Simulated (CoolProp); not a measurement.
Vapour-liquid equilibrium of ammonia (1) + benzene (2) at 26.65 °C; x and y are mole fractions of (1).

The numbers come from the multi-fluid Helmholtz-energy mixture model, Gao 2020 and Thol 2012; pair parameters Bell 2016 in CoolProp.

### Question
Give the bubble pressure and the first vapour's composition at x = 0.05, 0.2, 0.8. Is there an azeotrope?

### Answer
x = 0.05: 0.1541 MPa, y = 0.911; x = 0.2: 0.5016 MPa, y = 0.973; x = 0.8: 0.8936 MPa, y = 0.989. No azeotrope shows between x = 0.05 and 0.95.

The pair parameters rest on a limited set of measurements; away from them the model extrapolates. With so large a gap from Raoult's law the liquid may split in two, which this calculation doesn't test in full.
